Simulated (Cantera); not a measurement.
Feed: 1 mol Si₂Cl₆, 55 mol N₂, 12 mol H₂, equilibrated at 1900 K.

Equilibrium computed with Cantera from the NASA thermochemical tables; the gas is ideal and each condensed phase is pure. Candidate condensed phases: NH₄Cl, Si, Si₃N₄; 28 gas species. The feed counts by its element totals alone. Kinetics and transport are ignored.

Which condensed phases are stable at each of these points (P (Pa)): 5, 26, 140, 710, 3700, 19000, 100000?


```tsv
P (Pa)	condensed phases	Si condensed (%)
5	gas only	0.0
26	gas only	0.0
140	gas only	0.0
710	Si(l)	6.8
3700	Si(l)	12.9
19000	Si₃N₄(s)	34.9
100000	Si₃N₄(s)	60.6
```

From 0.0375 Torr to 1.05 Torr nothing is condensed. From 5.33 Torr to 27.8 Torr the condensed part is Si(l). From 143 Torr to 750 Torr the condensed part is Si₃N₄(s).
